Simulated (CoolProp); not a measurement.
Vapour pressure (bar) of m-xylene: the reference equation beside estimates from Tc = 616.9 K, pc = 35.35 bar, ω = 0.326. Clausius-Clapeyron is anchored at 431.2 K with a constant enthalpy of vaporisation of 34.86 kJ/mol.

Values from CoolProp's reference Helmholtz-energy equation of state, Zhou 2012.

```json
[
 {"T (K)": "431.2", "reference": "1.643", "Clausius-Clapeyron": "1.643", "van der Waals": "7.033", "Peng-Robinson": "1.639"},
 {"T (K)": "441.6", "reference": "2.099", "Clausius-Clapeyron": "2.066", "van der Waals": "7.935", "Peng-Robinson": "2.094"},
 {"T (K)": "452", "reference": "2.646", "Clausius-Clapeyron": "2.570", "van der Waals": "8.908", "Peng-Robinson": "2.642"},
 {"T (K)": "462.3", "reference": "[?]", "Clausius-Clapeyron": "3.161", "van der Waals": "9.945", "Peng-Robinson": "3.287"},
 {"T (K)": "472.7", "reference": "4.057", "Clausius-Clapeyron": "3.858", "van der Waals": "11.07", "Peng-Robinson": "4.056"},
 {"T (K)": "483.1", "reference": "[?]", "Clausius-Clapeyron": "4.670", "van der Waals": "[?]", "Peng-Robinson": "4.956"},
 {"T (K)": "493.5", "reference": "5.990", "Clausius-Clapeyron": "[?]", "van der Waals": "[?]", "Peng-Robinson": "6.001"},
 {"T (K)": "503.8", "reference": "7.173", "Clausius-Clapeyron": "[?]", "van der Waals": "14.90", "Peng-Robinson": "[?]"},
 {"T (K)": "514.2", "reference": "8.538", "Clausius-Clapeyron": "7.894", "van der Waals": "16.34", "Peng-Robinson": "8.571"}
]
```

### Question
Some entries are withheld; supply them.

### Answer

- 462.3, reference: 3.291
- 483.1, reference: 4.952
- 483.1, van der Waals: 12.27
- 493.5, Clausius-Clapeyron: 5.607
- 493.5, van der Waals: 13.55
- 503.8, Clausius-Clapeyron: 6.671
- 503.8, Peng-Robinson: 7.193

Absolute difference from the reference over all 9 rows, mean and median: Clausius-Clapeyron 4.4 and 4.9 %, van der Waals 187.9 and 172.9 %, Peng-Robinson 0.2 and 0.2 %.
